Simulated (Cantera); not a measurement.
What does this Cantera script print?

```python
import numpy as np
import cantera as ct

gas_names = [...]  # 131 gases of nasa_gas.yaml made of C, H, Na, O, S
cond_names = """
    C(gr) C6H6(L) C7H8(L) C8H18(L),n-octa H2O(s) H2O(L) H2SO4(L) Na(cr) Na(L) NaOH(a) NaOH(L) NaO2(s)
    Na2CO3(I) Na2CO3(II) Na2CO3(L) Na2O(c) Na2O(a) Na2O(L) Na2O2(a) Na2O2(b) Na2S(1) Na2S(2) Na2S(L)
    Na2SO4(V) Na2SO4(IV) Na2SO4(I) Na2SO4(L) S(cr1) S(cr2) S(L)
""".split()


# ... load() reads the species with a 1 bar reference pressure and builds the phases ...
atoms = {
    'Na2CO3': {'Na': 2, 'C': 1, 'O': 3},
    'SO3': {'S': 1, 'O': 3},
    'H2O': {'H': 2, 'O': 1},
    'H2S': {'H': 2, 'S': 1},
}
top_T = {'C(gr)': 4500, 'NaO2(s)': 800, 'Na2O2(b)': 940}  # K; cautious upper limits of use, not melting points


# ... equilibrate(T, P, feed) seeds the gas with the atoms and calls Mixture.equilibrate('TP', solver="vcs", rtol=1e-11, max_steps=5000) ...
results = []
T = 1600  # K
P = 1100  # Pa
for m in [0.17, 0.22, 0.29, 0.38, 0.49, 0.65, 0.84, 1.1, 1.4]:
    feed = {'Na2CO3': 1, 'SO3': 1.8, 'H2O': 4.7, 'H2S': m}  # mol
    mix = equilibrate(T, P, feed)
    results.append((T, P, feed, dict(zip(mix.species_names, mix.species_moles))))
    x = sorted(zip(gas.X, gas.species_names), reverse=True)
    print(f"T = {T:g} K  P = {P:g} Pa  n(H2S) = {m:g} mol  gas = {mix.phase_moles(0):.4g} mol")
    print("   x: " + "  ".join(f"{s} {v:.3e}" for v, s in x if v > 0.0001))
    print("   condensed (mol): " + ("  ".join(f"{mix.phase(i).name} {mix.phase_moles(i):.4g}"
          for i in range(1, mix.n_phases) if mix.phase_moles(i) > 1e-12) or "none"))
```

Result:

```
T = 1600 K  P = 1100 Pa  n(H2S) = 0.17 mol  gas = 7.809 mol
   x: H2O 5.965e-01  SO2 1.574e-01  CO2 1.279e-01  NaOH 5.304e-02  O2 3.846e-02  Na 1.347e-02  Na2SO4 1.178e-02  OH 8.730e-04  H2 1.924e-04  CO 1.240e-04
   condensed (mol): Na2SO4(L) 0.648
T = 1600 K  P = 1100 Pa  n(H2S) = 0.22 mol  gas = 7.886 mol
   x: H2O 5.957e-01  SO2 1.643e-01  CO2 1.267e-01  NaOH 5.517e-02  O2 3.006e-02  Na 1.492e-02  Na2SO4 1.178e-02  OH 8.203e-04  H2 2.173e-04  CO 1.389e-04
   condensed (mol): Na2SO4(L) 0.6305
T = 1600 K  P = 1100 Pa  n(H2S) = 0.29 mol  gas = 8.029 mol
   x: H2O 5.911e-01  SO2 1.744e-01  CO2 1.244e-01  NaOH 5.944e-02  O2 1.950e-02  Na 1.798e-02  Na2SO4 1.178e-02  OH 7.334e-04  H2 2.677e-04  CO 1.693e-04
   condensed (mol): Na2SO4(L) 0.5943
T = 1600 K  P = 1100 Pa  n(H2S) = 0.38 mol  gas = 8.317 mol
   x: H2O 5.761e-01  SO2 1.884e-01  CO2 1.200e-01  NaOH 6.802e-02  Na 2.510e-02  Na2SO4 1.178e-02  O2 9.262e-03  OH 6.010e-04  H2 3.786e-04  CO 2.370e-04
   condensed (mol): Na2SO4(L) 0.5145
T = 1600 K  P = 1100 Pa  n(H2S) = 0.49 mol  gas = 8.88 mol
   x: H2O 5.427e-01  SO2 2.063e-01  CO2 1.122e-01  NaOH 8.180e-02  Na 4.033e-02  Na2SO4 1.178e-02  O2 3.277e-03  H2 5.996e-04  OH 4.499e-04  CO 3.727e-04
   condensed (mol): Na2SO4(L) 0.3528
T = 1600 K  P = 1100 Pa  n(H2S) = 0.65 mol  gas = 9.907 mol
   x: H2O 4.899e-01  SO2 2.291e-01  CO2 1.004e-01  NaOH 9.806e-02  Na 6.766e-02  Na2SO4 1.178e-02  O2 1.048e-03  H2 9.571e-04  CO 5.892e-04  OH 3.214e-04  SO 1.076e-04
   condensed (mol): Na2SO4(L) 0.06208
T = 1600 K  P = 1100 Pa  n(H2S) = 0.84 mol  gas = 10.8 mol
   x: H2O 4.738e-01  SO2 2.428e-01  Na 1.163e-01  CO2 8.939e-02  NaOH 6.692e-02  H2 5.679e-03  CO 3.220e-03  Na2SO4 9.799e-04  SO 6.994e-04  OH 1.276e-04
   condensed (mol): none
T = 1600 K  P = 1100 Pa  n(H2S) = 1.1 mol  gas = 11.5 mol
   x: H2O 4.543e-01  SO2 2.451e-01  Na 1.417e-01  CO2 7.112e-02  H2 3.369e-02  NaOH 3.211e-02  CO 1.585e-02  SO 4.368e-03  S2 1.076e-03  H2S 2.673e-04  SH 1.414e-04
   condensed (mol): none
T = 1600 K  P = 1100 Pa  n(H2S) = 1.4 mol  gas = 12.03 mol
   x: H2O 4.376e-01  SO2 2.384e-01  Na 1.422e-01  CO2 6.006e-02  H2 5.595e-02  NaOH 2.407e-02  CO 2.308e-02  S2 8.990e-03  SO 7.325e-03  H2S 1.283e-03  SH 5.269e-04  S2O 2.262e-04  H 1.226e-04  S 1.092e-04
   condensed (mol): none
```

Cantera equilibrium calculation (NASA polynomials, part measured and part estimated; ideal gas, pure solids and liquids).
